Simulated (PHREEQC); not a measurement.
4.9 g of hydrous ferric oxide (600 m²/g; 0.2 weak and 0.005 strong sites per Fe, Dzombak-Morel constants, diffuse double layer) in 1 kg of water with 0.001 mol/kgw of an inert sodium salt and 0.00026 mol H3BO3 and 0.00014 mol BaCl2, at 25 °C; the pH is set by adding NaOH or the inert anion's acid. O2 is buffered at 0.21 atm. CO2 from the air is kept out. Nothing may precipitate in this run.

The series has 13 steps of pH, from 3 to 11.

Computed with PHREEQC (ion-association model, wateq4f.dat).

**Question.** Near which pH is half of the Ba sorbed, and on which side is more sorbed?

**Answer.** Near pH 7.3, with more sorbed at higher pH.

The oxide is taken as insoluble; below pH 4 it would dissolve.
